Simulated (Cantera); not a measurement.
A Cantera script and what it prints.

```python
import numpy as np
import cantera as ct

gas_names = """
    H HO2 H2 H2O H2O2 O OH O2 O3 Pb PbO Pb2
""".split()
cond_names = """
    H2O(s) H2O(L) Pb(cr) Pb(L) PbO(rd) PbO(yw) PbO(L) PbO2(s) Pb3O4(s)
""".split()


# ... load() reads the species with a 1 bar reference pressure and builds the phases ...
atoms = {
    'Pb': {'Pb': 1},
    'H2O': {'H': 2, 'O': 1},
    'H2': {'H': 2},
}
top_T = {'Pb3O4(s)': 820}  # K; cautious upper limits of use, not melting points


# ... equilibrate(T, P, feed) seeds the gas with the atoms and calls Mixture.equilibrate('TP', solver="vcs", rtol=1e-11, max_steps=5000) ...
results = []
T = 1975  # K
P = 1333.22  # Pa
for m in [33, 44, 58, 77, 100, 130, 180, 230]:
    feed = {'Pb': 1, 'H2O': 0.063, 'H2': m}  # mol
    mix = equilibrate(T, P, feed)
    results.append((T, P, feed, dict(zip(mix.species_names, mix.species_moles))))

top = {s: max(r[3][s] / sum(r[3][g] for g in gas_names) for r in results) for s in gas_names}
cols = sorted((s for s in top if top[s] > 0.001), key=lambda s: -top[s])[:6]
seen = [c for c in cond_names if any(r[3].get(c, 0) > 1e-12 for r in results)]
print("log10 of partial pressures in bar; condensed amounts in mol")
print(f"{'n(H2)':>10s}" + "".join(f"{s[:9]:>10s}" for s in cols + seen))
for T, P, feed, n in results:
    ng = sum(n[g] for g in gas_names)
    print(f"{feed['H2']:10.4g}" + "".join(f"{np.log10(max(n[s] / ng * P / 1e5, 1e-99)):10.3f}" for s in cols)
          + "".join(f"{n.get(c, 0):10.4g}" for c in seen))
```

Output:

```
log10 of partial pressures in bar; condensed amounts in mol
     n(H2)        H2        Pb         H       H2O
        33    -1.894    -3.410    -3.811    -4.611
        44    -1.891    -3.531    -3.809    -4.733
        58    -1.888    -3.649    -3.808    -4.850
        77    -1.886    -3.770    -3.807    -4.971
       100    -1.885    -3.882    -3.806    -5.083
       130    -1.884    -3.995    -3.806    -5.196
       180    -1.883    -4.135    -3.805    -5.337
       230    -1.882    -4.241    -3.805    -5.443
```

Method: chemical equilibrium by Gibbs-energy minimisation in Cantera with the NASA 1993 tables (ideal gas, pure condensed phases).
